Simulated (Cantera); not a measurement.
Gas-phase reforming

An isothermal, constant-pressure homogeneous reactor starts with CH₄ : H₂O = 0.64 : 1.6 (molar parts), at 1375 K and 5.00 bar.

Detailed kinetics in Cantera: GRI-Mech 3.0 (53 species, 325 reactions).

| t (s) | x CH₄ | x H₂O | x HCO | x CH₂O | x CH₂CO |
|---|---|---|---|---|---|
| 1.00e-5 | 0.286 | 0.714 | <1e-12 | <1e-12 | <1e-12 |
| 4.84e-5 | 0.286 | 0.714 | <1e-12 | 4.15e-11 | <1e-12 |
| 0.000234 | 0.286 | 0.714 | <1e-12 | 2.42e-9 | <1e-12 |
| 0.00113 | 0.286 | 0.714 | <1e-12 | 2.71e-8 | <1e-12 |
| 0.00548 | 0.285 | 0.714 | <1e-12 | 2.36e-7 | 3.73e-11 |
| 0.0265 | 0.283 | 0.714 | 6.15e-12 | 1.72e-6 | 1.72e-8 |
| 0.128 | 0.273 | 0.709 | 9.33e-12 | 2.33e-6 | 1.67e-6 |
| 0.620 | 0.234 | 0.688 | 1.15e-11 | 1.91e-6 | 1.01e-5 |
| 3.00 | 0.167 | 0.642 | 5.01e-11 | 1.22e-6 | 1.50e-5 |
x: mole fraction; the columns are a selection and need not sum to one.

Equilibrium at this temperature and pressure: CH₄ 6.66e-5, H₂O 0.242, HCO 2.45e-9, CH₂O 1.98e-7, CH₂CO 1.10e-10 (gas phase only).
